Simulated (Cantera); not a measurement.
Feed: 1 mol S, 1.2 mol O2, 0.3 mol H2, 0.3 mol H2O, equilibrated at 14000 Pa.

Method: chemical equilibrium by Gibbs-energy minimisation in Cantera with the NASA 1993 tables (ideal gas, pure condensed phases). Candidate condensed phases: H2O, H2SO4, S; 19 gas species. The numbers say what is thermodynamically allowed, not how fast it happens.

x: gas mole fraction; nothing condenses.

```csv
T (°C),x SO2,x O,x H2O,x H,x SO,x O2,x S,x OH,x H2
2027,0.582,0.00255,0.339,0.00256,0.0128,0.0369,7.81e-5,0.0143,0.00978
2227,0.540,0.00862,0.305,0.00991,0.0361,0.0495,0.000608,0.0288,0.0218
2427,0.461,0.0254,0.248,0.0291,0.0763,0.0694,0.00292,0.0503,0.0367
2627,…,…,…,…,…,…,…,…,0.0482
2827,0.216,0.134,0.0929,0.125,0.167,0.102,0.0262,0.0859,0.0483
3027,…,…,…,…,0.174,…,…,…,…
3227,0.0396,0.343,0.0103,0.224,0.143,0.0679,0.0946,0.0529,0.0201
```

Problem. Some entries are withheld; supply them.

Solution. 
- 3027, x SO2: 0.106
- 3027, x O: 0.235
- 3027, x H2O: 0.0363
- 3027, x H: 0.185
- 3027, x O2: 0.0927
- 3027, x S: 0.0550
- 3027, x OH: 0.0767
- 3027, x H2: 0.0358
- 2627, x SO2: 0.346
- 2627, x O: 0.0639
- 2627, x H2O: 0.172
- 2627, x H: 0.0675
- 2627, x SO: 0.127
- 2627, x O2: 0.0906
- 2627, x S: 0.00998
- 2627, x OH: 0.0736
